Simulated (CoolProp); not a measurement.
Vapour pressure (MPa) of carbon monoxide: the reference equation beside estimates from Tc = -140.3 °C, pc = 3.498 MPa, ω = 0.050.

Values from CoolProp's reference Helmholtz-energy equation of state, Lemmon 2006. It is a short technical equation, of lower accuracy than the large ones.

```json
[
 {"T (°C)": "-192.15", "reference": "0.09417", "van der Waals": "0.3330", "Soave-Redlich-Kwong": "___", "Peng-Robinson": "0.09593"},
 {"T (°C)": "-188.15", "reference": "0.1461", "van der Waals": "0.4359", "Soave-Redlich-Kwong": "0.1456", "Peng-Robinson": "0.1479"},
 {"T (°C)": "-184.05", "reference": "0.2193", "van der Waals": "0.5615", "Soave-Redlich-Kwong": "0.2191", "Peng-Robinson": "0.2209"},
 {"T (°C)": "-180.05", "reference": "0.3142", "van der Waals": "0.7050", "Soave-Redlich-Kwong": "0.3146", "Peng-Robinson": "0.3156"},
 {"T (°C)": "-175.95", "reference": "0.4398", "van der Waals": "0.8751", "Soave-Redlich-Kwong": "0.4414", "Peng-Robinson": "0.4409"},
 {"T (°C)": "-171.95", "reference": "0.5943", "van der Waals": "1.065", "Soave-Redlich-Kwong": "0.5978", "Peng-Robinson": "0.5953"},
 {"T (°C)": "-167.85", "reference": "0.7899", "van der Waals": "___", "Soave-Redlich-Kwong": "0.7962", "Peng-Robinson": "0.7912"},
 {"T (°C)": "-163.85", "reference": "1.022", "van der Waals": "1.524", "Soave-Redlich-Kwong": "1.032", "Peng-Robinson": "1.024"},
 {"T (°C)": "-159.75", "reference": "1.306", "van der Waals": "1.798", "Soave-Redlich-Kwong": "___", "Peng-Robinson": "___"},
 {"T (°C)": "-155.75", "reference": "1.634", "van der Waals": "2.092", "Soave-Redlich-Kwong": "1.653", "Peng-Robinson": "1.641"},
 {"T (°C)": "-151.65", "reference": "2.028", "van der Waals": "2.422", "Soave-Redlich-Kwong": "2.052", "Peng-Robinson": "2.038"},
 {"T (°C)": "-147.65", "reference": "2.475", "van der Waals": "2.774", "Soave-Redlich-Kwong": "2.501", "Peng-Robinson": "2.489"}
]
```

### Question
What belongs in the gaps?

### Answer

- -192.15, Soave-Redlich-Kwong: 0.09366
- -167.85, van der Waals: 1.284
- -159.75, Soave-Redlich-Kwong: 1.320
- -159.75, Peng-Robinson: 1.310

Absolute difference from the reference over all 12 rows, mean and median: van der Waals 93.3 and 70.9 %, Soave-Redlich-Kwong 0.7 and 0.7 %, Peng-Robinson 0.6 and 0.4 %.
